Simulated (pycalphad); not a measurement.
CALPHAD calculation (pycalphad, COST 507 light-alloy database (1999)), 1 atm. The database dates from 1999; later assessments differ in places, in temperatures and in the compounds included. Phase fractions are per mole of atoms.

### Question
Give the equilibrium state of Si-89.77Cu (wt.%) at 797 °C.

### Answer
CU4SI_EPSILON, fraction 0.875, with 90.1 Cu wt.%; CU19SI6_ETA, fraction 0.125, with 87.8 Cu wt.%.

### Question
Give the equilibrium state of Si-89.77Cu (wt.%) at 357 °C.

### Answer
CU19SI6_ETA, fraction 0.799, with 87.8 Cu wt.%; fcc, fraction 0.201, with 97.0 Cu wt.%.

Database names, with the compositions (at.%) that they take in these runs: CU19SI6_ETA: Cu 76 Si 24; CU4SI_EPSILON: Cu 80 Si 20.
